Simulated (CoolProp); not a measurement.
Properties of cyclohexane along the isobar 5180 kPa.

The numbers come from the reference Helmholtz-energy equation of state, Zhou 2014 in CoolProp.

```tsv
T (K)	phase	Z	cv (kJ/(kg K))
336.3	liquid	0.2099	1.522
370.6	liquid	0.1994	1.680
404.9	liquid	[?]	[?]
439.2	liquid	0.1875	[?]
473.5	liquid	0.1864	2.163
507.8	liquid	[?]	2.321
542.2	liquid	0.2066	2.486
576.5	supercritical	0.3604	2.718
610.8	supercritical	0.5991	[?]
```

Task: Some entries are withheld; supply them.

Result: 
- 404.9, Z: 0.1919
- 404.9, cv (kJ/(kg K)): 1.841
- 439.2, cv (kJ/(kg K)): 2.003
- 507.8, Z: 0.1904
- 610.8, cv (kJ/(kg K)): 2.750
